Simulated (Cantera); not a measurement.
A closed system holds: 1 mol NiS, 5 mol H2, 20 mol N2, at 1448 K and 1 atm.

Equilibrium computed with Cantera from the NASA thermochemical tables; the gas is ideal and each condensed phase is pure. Candidate condensed phases: Ni, NiS, NiS2, Ni3S2, Ni3S4, S; 17 gas species. The numbers say what is thermodynamically allowed, not how fast it happens.

Base state: N2 0.800, H2 0.187, H2S 0.0128, S2 0.000209, SH 8.17e-5 (mole fractions); condensed: Ni3S2(l).

Q: What changes in the equilibrium state with this change: NiS replaced by Cu2O?

A: 
```json
[
 {"species": "N2", "before": "0.800", "after": "0.800"},
 {"species": "H2", "before": "0.187", "after": "0.160"},
 {"species": "H2O", "before": "0", "after": "0.0400"},
 {"species": "H2S", "before": "0.0128", "after": "0"},
 {"species": "S2", "before": "0.000209", "after": "0"},
 {"species": "SH", "before": "8.17e-5", "after": "0"},
 {"species": "Ni3S2(l), mol", "before": "0.333", "after": "0"},
 {"species": "Cu(l), mol", "before": "0", "after": "2.00"}
]
```
Further candidate phases: Cu, CuO, Cu(OH)2, Cu2O, H2O.
